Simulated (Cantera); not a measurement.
Input (Python, Cantera):

```python
import numpy as np
import cantera as ct

gas = ct.Solution("gri30.yaml")
gas.TPX = 1575, 150000, {'CH4': 1, 'CO2': 2}
inlet = ct.Reservoir(gas, clone=True)

reactor = ct.IdealGasConstPressureReactor(gas, energy="off", clone=False)
exhaust = ct.Reservoir(gas, clone=True)
tau = [0.33, 0.2, 0.12, 0.073, 0.044, 0.027, 0.016, 0.0098, 0.0059][0]
for a, b in ((inlet, reactor), (reactor, exhaust)):
    ct.MassFlowController(a, b, mdot=lambda t: reactor.mass / tau)
net = ct.ReactorNet([reactor])
show = ['CH4', 'CO2', 'C2H2', 'CO', 'C2H', 'H2O2', 'CH2']

rows = []
print(f"{'tau/s':>10s}{'T/K':>9s}" + "".join(f"{s:>11s}" for s in show))
for tau in [0.33, 0.2, 0.12, 0.073, 0.044, 0.027, 0.016, 0.0098, 0.0059]:
    net.initial_time = 0.0
    net.advance(30 * tau)
    before = gas.X
    net.advance(40 * tau)
    drift = np.max(np.abs(gas.X - before) / (gas.X + 1e-9))
    rows.append([gas.T, *gas[show].X, drift])
    print(f"{tau:10.3e}{gas.T:9.1f}" + "".join(f"{x:11.3e}" for x in gas[show].X))
```

Result:

```
     tau/s      T/K        CH4        CO2       C2H2         CO        C2H       H2O2        CH2
 3.300e-01   1575.0  8.925e-02  3.289e-01  7.366e-02  2.296e-01  1.775e-08  3.195e-13  2.116e-08
 2.000e-01   1575.0  1.157e-01  3.839e-01  7.041e-02  1.824e-01  1.643e-08  2.348e-13  2.038e-08
 1.200e-01   1575.0  1.492e-01  4.462e-01  6.174e-02  1.337e-01  1.383e-08  1.429e-13  1.818e-08
 7.300e-02   1575.0  1.852e-01  5.063e-01  4.992e-02  9.021e-02  1.084e-08  7.587e-14  1.605e-08
 4.400e-02   1575.0  2.206e-01  5.590e-01  3.714e-02  5.474e-02  8.001e-09  3.617e-14  1.483e-08
 2.700e-02   1575.0  2.502e-01  5.976e-01  2.600e-02  3.096e-02  5.705e-09  1.696e-14  1.467e-08
 1.600e-02   1575.0  2.756e-01  6.260e-01  1.631e-02  1.544e-02  3.745e-09  7.408e-15  1.522e-08
 9.800e-03   1575.0  2.939e-01  6.431e-01  9.540e-03  7.491e-03  2.332e-09  3.357e-15  1.595e-08
 5.900e-03   1575.0  3.080e-01  6.541e-01  4.792e-03  3.304e-03  1.270e-09  1.444e-15  1.635e-08
```

Computed with Cantera and GRI-Mech 3.0 (53 species, 325 reactions).
